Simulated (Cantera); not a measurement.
Charge: 1 mol SiH4, 32 mol H2, held at 75.0 Torr.

These are equilibrium values from Cantera (NASA tables, ideal gas, pure condensed phases), not measurements of a reactor. Candidate condensed phases: Si; 9 gas species. Gases not in the tables: Si2H6 and higher silanes. The numbers say what is thermodynamically allowed, not how fast it happens.

x: gas mole fraction; n: condensed amount in mol.

```tsv
T (K)	x H2	x H	x Si	x SiH2	n Si(s)	n Si(l)
923	1.00	7.74e-10	<1e-12	(withheld)	1.000	0
998	1.00	6.80e-9	<1e-12	(withheld)	1.000	0
1073	1.00	4.43e-8	<1e-12	(withheld)	1.000	0
1148	1.00	2.27e-7	1.83e-12	(withheld)	1.000	0
1223	1.000	9.51e-7	3.22e-11	(withheld)	1.000	0
1298	1.000	3.39e-6	4.06e-10	(withheld)	1.000	0
1373	1.000	1.05e-5	3.88e-9	(withheld)	1.000	0
1448	1.000	2.91e-5	2.92e-8	(withheld)	1.000	0
1523	1.000	7.31e-5	1.80e-7	(withheld)	1.000	0
1598	1.000	0.000168	9.35e-7	(withheld)	1.000	0
1673	1.000	0.000360	4.18e-6	(withheld)	0.999	0
1748	0.999	0.000722	1.46e-5	(withheld)	0	0.999
1823	0.999	0.00137	4.42e-5	(withheld)	0	0.997
```

**Question.** Some entries are withheld; supply them.

**Answer.** 
- 923, x SiH2: 8.30e-12
- 998, x SiH2: 8.84e-11
- 1073, x SiH2: 6.77e-10
- 1148, x SiH2: 3.97e-9
- 1223, x SiH2: 1.87e-8
- 1298, x SiH2: 7.39e-8
- 1373, x SiH2: 2.51e-7
- 1448, x SiH2: 7.48e-7
- 1523, x SiH2: 2.01e-6
- 1598, x SiH2: 4.89e-6
- 1673, x SiH2: 1.10e-5
- 1748, x SiH2: 2.05e-5
- 1823, x SiH2: 3.51e-5
